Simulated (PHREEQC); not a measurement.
Make-up at 25 °C: 0.0055 mol TMAH and 0.0043 mol CO2 per kg of water. Closed to the air; pH follows from the charge balance.

Computed with PHREEQC (ion-association model, phreeqc.dat).

```
quantity                   before     after
------------------------  -------  --------
pH                           9.78      4.36
ionic strength (mol/kgw)  0.00664   4.38e-5
HCO3- (mol/kgw)           0.00316   4.38e-5
CO3-2 (mol/kgw)           0.00113  4.84e-11
CO2 (mol/kgw)             1.10e-6   0.00426
```

**Question.** Name the change that produced these shifts.
A. TMAH left out
B. diluted 100-fold with water
C. CO2 from 0.0043 to 0.00043 mol/kgw
D. temperature from 25 to 55 °C
E. CO2 from 0.0043 to 0.00473 mol/kgw

**Answer.** A, TMAH left out

This is a speciation only: nothing precipitates in the calculation. (CH3)4N+ isn't in the database: it is added as a free cation with an ion size of 4 Å.
